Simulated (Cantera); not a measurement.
A perfectly stirred reactor is fed with 14.4 % CH4, 18.0 % O2, 67.6 % N2, at 10.0 bar; it is adiabatic with a 375 K inlet, and is followed from long to short residence time, starting on the burning branch (τ in s: 0.067, 0.034, 0.018, 0.0091, 0.0047, 0.0024, 0.0012, 0.00063, 0.00033, 0.00017, 8.6e-05, 4.4e-05).

Detailed kinetics in Cantera: GRI-Mech 3.0 (53 species, 325 reactions).

Question: Predict: blow-out, bracketed by the residence times tried; x(CH4) at τ = 67.0 ms; x(O2) at τ = 67.0 ms; x(CH3) at τ = 67.0 ms; x(H) at τ = 67.0 ms; x(CH2) at τ = 67.0 ms; x(CH4) at τ = 1.20 ms; x(O2) at τ = 1.20 ms; x(CH3) at τ = 1.20 ms; x(H) at τ = 1.20 ms; x(CH2) at τ = 1.20 ms.

Answer: 
```json
{
 "blow_out_bracketed_by_the_residence_times_tried": "burning at 0.630 ms, out at 0.330 ms",
 "x(CH4) at τ = 67.0 ms": "0.00448",
 "x(O2) at τ = 67.0 ms": "0.000184",
 "x(CH3) at τ = 67.0 ms": "9.26e-5",
 "x(H) at τ = 67.0 ms": "8.88e-5",
 "x(CH2) at τ = 67.0 ms": "1.34e-7",
 "x(CH4) at τ = 1.20 ms": "0.0147",
 "x(O2) at τ = 1.20 ms": "0.00622",
 "x(CH3) at τ = 1.20 ms": "0.000600",
 "x(H) at τ = 1.20 ms": "0.000121",
 "x(CH2) at τ = 1.20 ms": "2.13e-6"
}
```
